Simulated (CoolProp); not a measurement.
Properties of tetrahydrofuran at several states.

Values from CoolProp's reference Helmholtz-energy equation of state, Fiedler 2023.

| T (K) | p (MPa) | phase | density (kg/m³) | cv (kJ/(kg K)) | speed of sound (m/s) | expansivity (1/kK) | fugacity coefficient |
|---|---|---|---|---|---|---|---|
| 288.8 | 0.0308 | liquid | 892.2 | 1.169 | ___ | ___ | ___ |
| 441 | 0.015 | gas | 0.2955 | 1.526 | ___ | 2.280 | 0.9982 |
| 497.7 | 6.51 | liquid | 624.1 | 1.891 | 471.8 | 3.276 | 0.3769 |
| 201.7 | 0.0194 | liquid | 984.8 | 1.010 | ___ | 1.070 | 0.001308 |
| 436.1 | 0.0167 | gas | 0.3328 | 1.508 | 232.2 | 2.308 | 0.9979 |
| 256.7 | 9.03 | liquid | ___ | ___ | 1516 | ___ | 0.0003775 |

Question: Fill in the missing entries.

Answer: 
- 288.8, speed of sound (m/s): 1322
- 288.8, expansivity (1/kK): 1.223
- 288.8, fugacity coefficient: 0.4561
- 441, speed of sound (m/s): 233.5
- 201.7, speed of sound (m/s): 1742
- 256.7, density (kg/m³): 932.6
- 256.7, cv (kJ/(kg K)): 1.089
- 256.7, expansivity (1/kK): 1.103
